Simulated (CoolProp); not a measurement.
Model: reference Helmholtz-energy equation of state, Lemmon 2006, in CoolProp. It is a short technical equation, of lower accuracy than the large ones.

Question: For carbonyl sulfide, give the phase and the Z, cp (kJ/(kg K)), cv (kJ/(kg K)), speed of sound (m/s) at 166.05 °C and 3.82 MPa; 13.65 °C and 3.33 MPa.

Answer: 
- 166.05 °C and 3.82 MPa: gas; Z 0.864, cp 0.936, cv 0.677, speed of sound 249
- 13.65 °C and 3.33 MPa: liquid; Z 0.0814, cp 1.30, cv 0.705, speed of sound 751
